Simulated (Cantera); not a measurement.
## toluene + NH₃ (carbon deposition, reforming and gasification)

A closed system holds: 1 mol toluene, 0.015 mol NH₃, held at 2875 K and 1.60 mbar.

Equilibrium computed with Cantera from the NASA thermochemical tables; the gas is ideal and each condensed phase is pure. Candidate condensed phases: C, C₆H₆, C₇H₈, C₈H₁₈; 92 gas species. Kinetics and transport are ignored.

The x(H) is 0.828 and the x(H₂) is 0.0980. The x(C₃) is 0.0484 and the x(C) is 0.00915. The x(C₂H) is 0.00502 and the x(C₂) is 0.00480. The x(C₂H₂ (acetylene)) comes out as 0.00417, the x(HCN) is 0.000758 and the x(C₅) is 0.000597. The n(C(graphite)) is 5.55 mol and the gas amount is 7.748 mol.
